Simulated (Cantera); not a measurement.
# Thermodynamics of nitride etching, feed Si3N4 + F2 + H2 + HF

Charge: 1 mol Si3N4, 11 mol F2, 0.58 mol H2, 30 mol HF, equilibrated at 427 °C and 300 Pa.

Equilibrium computed with Cantera from the NASA thermochemical tables; the gas is ideal and each condensed phase is pure. Candidate condensed phases: Si, Si3N4; 37 gas species. Rates play no part.

x(HF): 0.770
x(F2): 0.0955
x(SiF4): 0.0741
x(N2): 0.0462
x(F): 0.00813
x(NF3): 0.00643
gas amount: 40.48 mol
log10 activity of Si(s) (absent): -109.60
